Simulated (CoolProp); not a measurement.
Vapour-liquid equilibrium of R125 (1) + R152A (2) at 307.6 K; x and y are mole fractions of (1).

Computed with CoolProp (multi-fluid Helmholtz-energy mixture model, Lemmon 2005 and Outcalt 1996; pair parameters Bell 2016).

```
x      bubble pressure (MPa)  y at the bubble point  dew pressure at overall composition x (MPa)  liquid density (mol/L)
-----  ---------------------  ---------------------  -------------------------------------------  ----------------------
0.05                  0.8296                  0.094                                       0.8067                   13.04
0.125                 0.8980                  0.214                                       0.8464                   12.74
0.2                   0.9641                  0.318                                       0.8894                   12.44
0.275                  1.029                  0.409                                       0.9358                   12.15
0.35                   1.094                  0.491                                       0.9863                   11.87
0.425                  1.160                  0.567                                        1.041                   11.59
0.5                    1.227                  0.637                                        1.101                   11.32
0.575                  1.296                  0.702                                        1.167                   11.04
0.65                   1.368                  0.763                                        1.240                   10.77
0.725                  1.444                  0.821                                        1.322                   10.49
0.8                    1.523                  0.874                                        1.416                   10.21
0.875                  1.606                  0.924                                        1.524                   9.915
0.95                   1.694                  0.971                                        1.653                   9.614
```

No azeotrope shows between x = 0.05 and 0.95.

Pair parameters are fitted to limited data, so mixtures are less certain than the pure fluids.
